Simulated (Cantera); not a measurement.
Standard-state values (1 bar) from the NASA 1993 polynomials, evaluated with Cantera. Values are per mole of reaction as written; species without (g) are pure solids or liquids, kept so even where they would boil at 1 bar.

10 S + C3H8(g) = 3 CS2(g) + 4 H2S(g)

| T (K) | ΔH° (kJ) | ΔS° (J/K) | ΔG° (kJ) | log10 K | condensed phases |
|---|---|---|---|---|---|
| 300 | ? | ? | ? | ? | S(s) |
| 600 | ? | ? | ? | ? | S(l) |
| 650 | ? | ? | ? | ? | S(l) |
| 700 | 294.4 | 776.5 | -249.1 | 18.59 | S(l) |
| 750 | 288.7 | 768.6 | -287.8 | 20.04 | S(l) |
| 800 | ? | ? | ? | ? | S(l) |

Task: Some entries are withheld; supply them.

Result: 
- 300, ΔH° (kJ): 373.5
- 300, ΔS° (J/K): 945.9
- 300, ΔG° (kJ): 89.7
- 300, log10 K: -15.62
- 600, ΔH° (kJ): 308.3
- 600, ΔS° (J/K): 798.1
- 600, ΔG° (kJ): -170.5
- 600, log10 K: 14.84
- 650, ΔH° (kJ): 300.8
- 650, ΔS° (J/K): 786.0
- 650, ΔG° (kJ): -210.1
- 650, log10 K: 16.88
- 800, ΔH° (kJ): 282.8
- 800, ΔS° (J/K): 761.1
- 800, ΔG° (kJ): -326.0
- 800, log10 K: 21.29
